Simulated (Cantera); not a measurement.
# n-butane + CO2 + H2 (carbon deposition, reforming and gasification)

Feed: 1 mol n-butane, 0.067 mol CO2, 5.9 mol H2, equilibrated at 0.000330 bar.

Equilibrium computed with Cantera from the NASA thermochemical tables; the gas is ideal and each condensed phase is pure. Candidate condensed phases: C, C6H6, C7H8, C8H18, H2O; 110 gas species. Equilibrium is a limit: real reactors are often held back by kinetics, nucleation or transport.

From 1750 K to 2150 K the condensed part is C(graphite). The main C-bearing gas is CO throughout.

```csv
T (K),x H2,x H,x CO,x C2H2 (acetylene),n C(graphite)
1750,0.975,0.0126,0.0121,0.000112,3.93
1800,0.968,0.0194,0.0120,0.000170,3.93
1850,0.959,0.0290,0.0120,0.000251,3.93
1900,0.945,0.0425,0.0119,0.000361,3.92
1950,0.927,0.0608,0.0118,0.000507,3.92
2000,0.903,0.0850,0.0116,0.000693,3.92
2050,0.871,0.117,0.0114,0.000925,3.91
2100,0.831,0.156,0.0112,0.00120,3.90
2150,0.782,0.205,0.0109,0.00152,3.90
```
x: gas mole fraction; n: condensed amount in mol.
